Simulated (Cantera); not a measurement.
Input: 1 mol (CH₃)₂SiCl₂, 51 mol H₂, at 1125 K.

Cantera equilibrium calculation (NASA polynomials, part measured and part estimated; ideal gas, pure solids and liquids). Candidate condensed phases: C, C₆H₆, C₇H₈, C₈H₁₈, Si, SiC; 109 gas species. The feed counts by its element totals alone. Rates play no part.

log p: log10 of the partial pressure in bar; n: condensed amount in mol.

| P (Pa) | log p H₂ | log p HCl | log p CH₄ | log p SiCl₄ | n C(graphite) | n SiC(s) |
|---|---|---|---|---|---|---|
| 100 | -3.02 | -4.44 | -7.57 | ? | 0.999 | 1.000 |
| 400 | -2.41 | -3.84 | -6.37 | ? | 0.994 | 1.000 |
| 1600 | -1.81 | -3.24 | -5.16 | ? | 0.977 | 1.000 |
| 6300 | -1.22 | -2.64 | -3.97 | ? | 0.909 | 0.999 |
| 25000 | -0.62 | -2.04 | -2.78 | ? | 0.644 | 0.995 |
| 100000 | -0.02 | -1.45 | -1.72 | ? | 0 | 0.977 |

Task: Fill in the missing entries.

Result: 
- 100, log p SiCl₄: -9.67
- 400, log p SiCl₄: -8.47
- 1600, log p SiCl₄: -7.27
- 6300, log p SiCl₄: -6.07
- 25000, log p SiCl₄: -4.87
- 100000, log p SiCl₄: -3.56
